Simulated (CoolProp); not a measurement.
Saturated liquid density (kg/m³) of dimethyl ether: the reference equation beside estimates from Tc = 127.2 °C, pc = 53.37 bar, ω = 0.196. Rackett uses Z = 0.29056 − 0.08775 ω.

Values from CoolProp's reference Helmholtz-energy equation of state, Wu 2011.

| T (°C) | reference | Rackett | van der Waals | Redlich-Kwong | Soave-Redlich-Kwong | Peng-Robinson |
|---|---|---|---|---|---|---|
| -10.25 | 714.8 | 702.5 | 436.9 | 638.2 | 654.6 | 740.4 |
| -7.05 | 710.3 | 698.0 | … | 633.4 | 650.1 | 735.4 |
| -3.85 | 705.6 | 693.5 | 431.4 | 628.5 | 645.5 | 730.4 |
| -0.75 | 701.1 | 689.1 | … | 623.7 | 641.0 | 725.5 |
| 2.45 | 696.4 | 684.4 | 425.8 | 618.6 | 636.2 | 720.2 |
| 5.65 | 691.6 | 679.7 | 422.9 | 613.5 | 631.3 | 714.9 |
| 8.85 | 686.7 | 675.0 | 419.9 | 608.3 | 626.4 | 709.4 |
| 12.05 | 681.9 | 670.2 | 417.0 | 603.0 | 621.3 | 703.8 |
| 15.25 | 676.9 | 665.3 | 413.9 | 597.6 | 616.1 | 698.1 |
| 18.45 | 671.9 | 660.4 | … | 592.1 | 610.8 | 692.3 |

### Question
Complete the blanks.

### Answer

- -7.05, van der Waals: 434.1
- -0.75, van der Waals: 428.6
- 18.45, van der Waals: 410.8

Absolute difference from the reference over all 10 rows, mean and median: Rackett 1.7 and 1.7 %, van der Waals 38.9 and 38.9 %, Redlich-Kwong 11.3 and 11.2 %, Soave-Redlich-Kwong 8.7 and 8.7 %, Peng-Robinson 3.4 and 3.4 %.
